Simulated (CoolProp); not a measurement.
Cyclohexane along the isotherm 496.2 K: fugacity coefficient from the reference equation and from simpler models built on Tc = 553.6 K, pc = 4081 kPa, ω = 0.209; each cubic takes its own stable root.

Model: reference Helmholtz-energy equation of state, Zhou 2014, in CoolProp.

```tsv
p (kPa)	phase	reference
680	gas	0.9205
1360	gas	0.8407
2040	liquid	0.7280
2720	liquid	0.5601
3400	liquid	0.4596
4080	liquid	0.3927
4760	liquid	0.3451
5440	liquid	0.3095
6120	liquid	0.2820
6800	liquid	0.2601
7480	liquid	0.2422
8160	liquid	0.2275
8840	liquid	0.2151
9520	liquid	0.2045
10200	liquid	0.1955
```

### Question
How far does each simpler model (van der Waals, Redlich-Kwong, Soave-Redlich-Kwong, Peng-Robinson) lie from the reference over these 15 states: mean and median of the absolute difference, and the worst?

### Answer
- van der Waals: mean 32.1 %, median 36.3 %, worst +47.9 % at 496.2 K and 10200 kPa
- Redlich-Kwong: mean 9.8 %, median 11.3 %, worst +13.5 % at 496.2 K and 10200 kPa
- Soave-Redlich-Kwong: mean 2.7 %, median 2.9 %, worst +4.5 % at 496.2 K and 10200 kPa
- Peng-Robinson: mean 1.5 %, median 1.4 %, worst -1.9 % at 496.2 K and 10200 kPa

At some of these states van der Waals, Redlich-Kwong gives the other phase, because its saturation line lies elsewhere.
